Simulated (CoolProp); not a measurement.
Dimethyl carbonate along the isobar 4290 kPa: Z from the reference equation and from simpler models built on Tc = 557.0 K, pc = 4909 kPa, ω = 0.346; each cubic takes its own stable root.

The numbers come from the reference Helmholtz-energy equation of state, Zhou 2011 in CoolProp.

```csv
T (K),phase,reference
363.5,liquid,0.1305
368,liquid,0.1297
372.4,liquid,0.1290
376.8,liquid,0.1283
381.2,liquid,0.1277
385.7,liquid,0.1270
390.1,liquid,0.1265
394.5,liquid,0.1259
398.9,liquid,0.1254
403.3,liquid,0.1249
407.8,liquid,0.1244
412.2,liquid,0.1240
416.6,liquid,0.1236
421,liquid,0.1232
425.5,liquid,0.1229
```

### Question
How far does each simpler model (van der Waals, Redlich-Kwong, Soave-Redlich-Kwong, Peng-Robinson) lie from the reference over these 15 states: mean and median of the absolute difference, and the worst?

### Answer
- van der Waals: mean 68.2 %, median 68.1 %, worst +69.0 % at 363.5 K and 4290 kPa
- Redlich-Kwong: mean 17.4 %, median 17.2 %, worst +18.3 % at 425.5 K and 4290 kPa
- Soave-Redlich-Kwong: mean 11.7 %, median 11.6 %, worst +12.0 % at 425.5 K and 4290 kPa
- Peng-Robinson: mean 1.2 %, median 1.2 %, worst -1.3 % at 394.5 K and 4290 kPa
